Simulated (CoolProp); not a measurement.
Vapour-liquid equilibrium of benzene (1) + ethylbenzene (2) at 0.109 MPa; x and y are mole fractions of (1).

The numbers come from the multi-fluid Helmholtz-energy mixture model, Thol 2012 and Zhou 2012; pair parameters Bell 2016 in CoolProp.

Q: Give the bubble temperature and the first vapour's composition at x = 0.05, 0.2, 0.8. Is there an azeotrope?

A: x = 0.05: 407.4 K, y = 0.156; x = 0.2: 395.1 K, y = 0.492; x = 0.8: 362.3 K, y = 0.960. No azeotrope shows between x = 0.05 and 0.95.

The pair parameters rest on a limited set of measurements; away from them the model extrapolates.
